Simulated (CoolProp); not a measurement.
Vapour-liquid equilibrium of propane (1) + R152A (2) at 22.1 bar; x and y are mole fractions of (1).

Values from CoolProp's multi-fluid Helmholtz-energy mixture model, Lemmon 2009 and Outcalt 1996; pair parameters Bell 2016.

```csv
x,bubble temperature (K),y at the bubble point,dew temperature at overall composition x (K),liquid density (mol/L)
0.05,346.6,0.096,348.4,11.12
0.15,340.4,0.250,344.4,10.98
0.25,336.0,0.366,340.4,10.79
0.35,333.0,0.455,336.6,10.56
0.45,331.1,0.528,333.2,10.34
0.55,329.8,0.594,330.6,10.14
0.65,329.3,0.659,329.3,9.978
0.75,329.5,0.730,329.6,9.856
0.85,330.6,0.815,331.3,9.760
0.95,333.2,0.928,333.8,9.662
```

y crosses x between x = 0.65 and 0.75: the model has an azeotrope there.

The pair parameters rest on a limited set of measurements; away from them the model extrapolates.
